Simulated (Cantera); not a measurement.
A Cantera script and what it prints.

```python
import numpy as np
import cantera as ct

gas_names = """
    Mg MgO Mg2 O O2 O3 Ti TiO TiO2
""".split()
cond_names = """
    Mg(cr) Mg(L) MgO(s) MgO(L) MgTiO3(s) MgTiO3(L) MgTi2O5(s) MgTi2O5(L) Mg2TiO4(s) Mg2TiO4(L) Ti(a)
    Ti(b) Ti(L) TiO(a) TiO(b) TiO(L) TiO2(ru) TiO2(L) Ti2O3(a) Ti2O3(b) Ti2O3(L) Ti3O5(a) Ti3O5(b)
    Ti3O5(L) Ti4O7(s) Ti4O7(L)
""".split()


# ... load() reads the species with a 1 bar reference pressure and builds the phases ...
atoms = {
    'TiO2': {'Ti': 1, 'O': 2},
    'MgO': {'Mg': 1, 'O': 1},
    'O2': {'O': 2},
}
top_T = {}  # K; cautious upper limits of use, not melting points


# ... equilibrate(T, P, feed) seeds the gas with the atoms and calls Mixture.equilibrate('TP', solver="vcs", rtol=1e-11, max_steps=5000) ...
results = []
feed = {'TiO2': 1, 'MgO': 0.15, 'O2': 6.7}  # mol
T = 1200  # K
P = 160  # Pa
mix = equilibrate(T, P, feed)
results.append((T, P, feed, dict(zip(mix.species_names, mix.species_moles))))
x = sorted(zip(gas.X, gas.species_names), reverse=True)
print(f"T = {T:g} K  P = {P:g} Pa  gas = {mix.phase_moles(0):.4g} mol")
print("   x: " + "  ".join(f"{s} {v:.3e}" for v, s in x if v > 1e-05))
print("   condensed (mol): " + ("  ".join(f"{mix.phase(i).name} {mix.phase_moles(i):.4g}"
      for i in range(1, mix.n_phases) if mix.phase_moles(i) > 1e-12) or "none"))
```

It prints:

```
T = 1200 K  P = 160 Pa  gas = 6.7 mol
   x: O2 1.000e+00
   condensed (mol): MgTi2O5(s) 0.15  TiO2(ru) 0.7
```

Method: chemical equilibrium by Gibbs-energy minimisation in Cantera with the NASA 1993 tables (ideal gas, pure condensed phases). Mutual solubility and eutectic melting of coexisting phases are not modelled. Condensed phases not in the tables: alloys, solid solutions and most ternary compounds.
